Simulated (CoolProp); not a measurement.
R245fa along the isobar 2.92 MPa: fugacity coefficient from the reference equation and from simpler models built on Tc = 153.9 °C, pc = 3.651 MPa, ω = 0.378; each cubic takes its own stable root.

The numbers come from the reference Helmholtz-energy equation of state, Akasaka 2015 in CoolProp.

```tsv
T (°C)	phase	reference	van der Waals	Redlich-Kwong	Soave-Redlich-Kwong	Peng-Robinson
-51.35	liquid	0.001023	0.05344	0.005487	0.001036	0.001104
-31.55	liquid	0.003888	0.08790	0.01533	0.003931	0.004060
-11.65	liquid	0.01159	0.1338	0.03518	0.01175	0.01186
8.15	liquid	0.02839	0.1909	0.06900	0.02887	0.02870
28.05	liquid	0.05997	0.2592	0.1205	0.06125	0.06020
47.85	liquid	0.1118	0.3369	0.1912	0.1146	0.1118
67.65	liquid	0.1887	0.4228	0.2812	0.1939	0.1882
87.55	liquid	0.2939	0.5153	0.3890	0.3021	0.2926
107.35	liquid	0.4259	0.6108	0.5094	0.4366	0.4225
127.15	liquid	0.5804	0.7056	0.6361	0.5908	0.5718
147.05	gas	0.7180	0.7518	0.7224	0.7188	0.6980
166.85	gas	0.7674	0.7802	0.7595	0.7651	0.7440
```
